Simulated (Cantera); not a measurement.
Input: 1 mol Fe3O4, 0.66 mol CH4, 0.76 mol H2, at 2475 K and 13.3 mbar.

Cantera equilibrium calculation (NASA polynomials, part measured and part estimated; ideal gas, pure solids and liquids). Candidate condensed phases: C, C6H6, C7H8, C8H18, Fe, Fe(CO)5, FeO, Fe(OH)2, Fe(OH)3, Fe2O3, Fe3O4, H2O; 114 gas species. The tables' stoichiometric FeO is somewhat more stable than real wüstite, so its field is too wide. FeO: taken at fixed stoichiometry. Kinetics and transport are ignored.

Base state: Fe 0.329, H2O 0.271, H2 0.0947, CO 0.0895, H 0.0600, FeO 0.0469, CO2 0.0418, OH 0.0346 (mole fractions); condensed: FeO(l).

Problem. What changes in the equilibrium state with this change: Fe3O4 replaced by Cu2O?

Solution. 
```tsv
species	before	after
Cu	0	0.398
H2	0.0947	0.300
CO	0.0895	0.127
Fe	0.329	0
H2O	0.271	0.0583
FeO	0.0469	0
O2	0.0170	7.83e-5
O	0.0145	0.000981
CO2	0.0418	0.00404
OH	0.0346	0.00417
H	0.0600	0.107
Fe(OH)2	0.000579	0
Cu2	0	0.000209
CuO	0	2.98e-5
FeO(l), mol	1.11	0
```
Further candidate phases: Cu, CuO, Cu(OH)2, Cu2O.

Problem. What changes in the equilibrium state with this change: pressure from 13.3 mbar to 41.0 Pa?

Solution. 
```csv
species,before,after
Fe,0.329,0.324
H,0.0600,0.243
O,0.0145,0.151
H2O,0.271,0.0437
CO2,0.0418,0.00972
O2,0.0170,0.0569
FeO,0.0469,0.0148
H2,0.0947,0.0477
CO,0.0895,0.0649
OH,0.0346,0.0448
Fe(OH)2,0.000579,9.05e-7
"FeO(l), mol",1.11,0
```
